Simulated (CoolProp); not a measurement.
Vapour-liquid equilibrium of n-butane (1) + cis-2-butene (2) at 262.2 K; x and y are mole fractions of (1).

Computed with CoolProp (multi-fluid Helmholtz-energy mixture model, Bücker 2006 and Lemmon 2005; pair parameters Bell 2016).

| x | bubble pressure (bar) | y at the bubble point | dew pressure at overall composition x (bar) | liquid density (mol/L) |
|---|---|---|---|---|
| 0.05 | 0.5676 | 0.065 | 0.5654 | 11.63 |
| 0.125 | 0.5806 | 0.156 | 0.5762 | 11.54 |
| 0.2 | 0.5921 | 0.240 | 0.5867 | 11.44 |
| 0.275 | 0.6026 | 0.320 | 0.5968 | 11.35 |
| 0.35 | 0.6120 | 0.396 | 0.6064 | 11.26 |
| 0.425 | 0.6206 | 0.469 | 0.6155 | 11.17 |
| 0.5 | 0.6284 | 0.541 | ? | 11.08 |
| 0.575 | 0.6356 | 0.611 | 0.6320 | 11.00 |
| 0.65 | 0.6423 | 0.681 | ? | 10.91 |
| 0.725 | 0.6486 | 0.750 | 0.6464 | 10.83 |
| 0.8 | 0.6545 | 0.818 | 0.6529 | 10.75 |
| 0.875 | 0.6600 | 0.887 | 0.6591 | 10.67 |
| 0.95 | 0.6653 | 0.955 | 0.6649 | ? |

**Question.** What belongs in the gaps?

**Answer.** 
- 0.5, dew pressure at overall composition x (bar): 0.6240
- 0.65, dew pressure at overall composition x (bar): 0.6395
- 0.95, liquid density (mol/L): 10.59

No azeotrope shows between x = 0.05 and 0.95.

Pair parameters are fitted to limited data, so mixtures are less certain than the pure fluids.
